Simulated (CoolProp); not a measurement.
Computed with CoolProp (reference Helmholtz-energy equation of state, Wagner 2002).

Q: For water, give the phase and the density (kg/m³), expansivity (1/kK), fugacity coefficient at 700.2 K and 4.51 MPa; 700.2 K and 7.02 MPa; 700.2 K and 10.9 MPa.

A: 
- 700.2 K and 4.51 MPa: gas; density 14.7, expansivity 1.76, fugacity coefficient 0.950
- 700.2 K and 7.02 MPa: gas; density 23.7, expansivity 1.99, fugacity coefficient 0.922
- 700.2 K and 10.9 MPa: gas; density 39.1, expansivity 2.47, fugacity coefficient 0.879
